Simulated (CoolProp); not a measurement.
Vapour-liquid equilibrium of propane (1) + R114 (2) at 318 K; x and y are mole fractions of (1).

The numbers come from the multi-fluid Helmholtz-energy mixture model, Lemmon 2009 and Platzer 1990; pair parameters Bell 2016 in CoolProp. This equation is an older, rougher fit; its heat capacities, sound speeds and derivatives of the liquid may be far off and weren't checked against measurements.

```tsv
x	bubble pressure (MPa)	y at the bubble point	dew pressure at overall composition x (MPa)	liquid density (mol/L)
0.05	0.4617	0.182	0.4061	8.227
0.15	0.5988	0.408	0.4469	8.406
0.25	0.7244	0.546	0.4963	8.592
0.35	0.8409	0.642	0.5568	8.787
0.45	0.9507	0.716	0.6324	8.991
0.55	1.056	0.777	0.7283	9.206
0.65	1.159	0.830	0.8512	9.436
0.75	1.262	0.880	1.008	9.682
0.85	1.367	0.928	1.200	9.950
0.95	1.474	0.976	1.417	10.24
```

No azeotrope shows between x = 0.05 and 0.95.

The pair parameters rest on a limited set of measurements; away from them the model extrapolates.
